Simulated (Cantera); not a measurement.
Feed: 1 mol CuO, 1 mol CO, 0.33 mol N2, equilibrated at 1225 °C and 0.130 bar.

Method: chemical equilibrium by Gibbs-energy minimisation in Cantera with the NASA 1993 tables (ideal gas, pure condensed phases). Candidate condensed phases: C, Cu, CuO, Cu2O; 27 gas species. Kinetics and transport are ignored.

Base state: CO2 0.751, N2 0.248, CO 0.000589, O2 0.000282, Cu 6.12e-5, NO 2.49e-5 (mole fractions); condensed: Cu(l).

**Question.** What changes in the equilibrium state with this change: CuO replaced by Fe3O4?

**Answer.** 
| species | before | after |
|---|---|---|
| CO2 | 0.751 | 0.716 |
| N2 | 0.248 | 0.248 |
| CO | 0.000589 | 0.0362 |
| O2 | 0.000282 | 6.79e-8 |
| Cu | 6.12e-5 | 0 |
| NO | 2.49e-5 | 3.87e-7 |
| Cu(l), mol | 1.000 | 0 |
| FeO(s), mol | 0 | 2.86 |
| Fe3O4(s), mol | 0 | 0.0481 |
Mutual solubility and eutectic melting of coexisting phases are not modelled. The tables' stoichiometric FeO is somewhat more stable than real wüstite, so its field is too wide. FeO: taken at fixed stoichiometry. Further candidate phases: Fe, Fe(CO)5, FeO, Fe2O3, Fe3O4.
